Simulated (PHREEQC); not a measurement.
Ca(OH)2 is added in steps, without added water, to 1 kg of water holding 0.19 mol/kgw H3PO4, 0.00027 mol/kgw HNO3 and 4.8e-05 mol/kgw ZnSO4, at 20 °C. Oxygen is held at 0.21 atm. No CO2 enters from the air. Solids allowed: Gypsum, Portlandite, Hydroxyapatite, Zn(OH)2-a, Zn4(OH)6SO4, Zn3(PO4)2:4w, Goslarite. Others were left out.

Base run: PHREEQC, ion-association model, wateq4f.dat. Each further column changes one thing. The table gives Zn+2 (mol/kgw).

```
Ca(OH)2 added (mol)     base  diluted 10-fold with water  diluted 5-fold with water  ZnSO4 from 4.8e-05 to 4.32e-05 mol/kgw  no solid may form
-------------------  -------  --------------------------  -------------------------  --------------------------------------  -----------------
0                    4.80e-5                     4.80e-6                    9.60e-6                                 4.32e-5            4.80e-5
0.03167              4.79e-5                     2.76e-6                    9.59e-6                                 4.31e-5            4.79e-5
0.06333              4.79e-5                           0                    8.28e-6                                 4.31e-5            4.79e-5
0.095                4.78e-5                           0                          0                                 4.30e-5            4.78e-5
0.1267               4.78e-5                           0                          0                                 4.30e-5            4.77e-5
0.1583               4.77e-5                           0                          0                                 4.29e-5            4.76e-5
0.19                 4.77e-5                           0                          0                                 4.29e-5            4.69e-5
0.2217               4.76e-5                           0                          0                                 4.28e-5            3.74e-5
0.2533               4.75e-5                           0                          0                                 4.28e-5            1.22e-5
0.285                4.75e-5                           0                          0                                 4.27e-5            3.17e-9
0.3167               4.67e-5                           0                          0                                 4.21e-5           2.32e-14
0.3483                     0                           0                          0                                       0                  0
0.38                       0                           0                          0                                       0                  0
```

H3PO4, which wateq4f.dat lacks, is added to it with the constant of phreeqc.dat. The database has no phosphate complexes of Zn. In at least one series the solution becomes supersaturated in solids that the run did not let form, among them Portlandite, Hydroxyapatite, Zn(OH)2-a, Zn3(PO4)2:4w.
